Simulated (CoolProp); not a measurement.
Vapour-liquid equilibrium of nitrogen (1) + oxygen (2) at -157.45 °C; x and y are mole fractions of (1).

Computed with CoolProp (multi-fluid Helmholtz-energy mixture model, Span 2000 and Schmidt 1985; pair parameters Gernert 2013).

Task: Give the bubble pressure and the first vapour's composition at x = 0.05, 0.5, 0.8. Is there an azeotrope?

Result: x = 0.05: 855.5 kPa, y = 0.111; x = 0.5: 1389 kPa, y = 0.660; x = 0.8: 1746 kPa, y = 0.874. No azeotrope shows between x = 0.05 and 0.95.

Pair parameters are fitted to limited data, so mixtures are less certain than the pure fluids. The gap from Raoult's law changes sign with composition, which may be real or a fault of the pair parameters; it wasn't checked against measurements.
